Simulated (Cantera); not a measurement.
Feed: 1 mol CH3F, 0.14 mol CH4, 5.3 mol H2, equilibrated at 75.0 Torr.

Equilibrium computed with Cantera from the NASA thermochemical tables; the gas is ideal and each condensed phase is pure. Candidate condensed phases: C, C6H6, C7H8, C8H18; 110 gas species. Ions and electrons are included (thermal ionisation). Equilibrium is a limit: real reactors are often held back by kinetics, nucleation or transport.

Problem. At 5000 K, list the 4 most abundant gas species with their mole fractions, and the condensed phases.

Solution. H 0.867, C 0.0694, F 0.0593, HF 0.00224. Condensed: gas only.
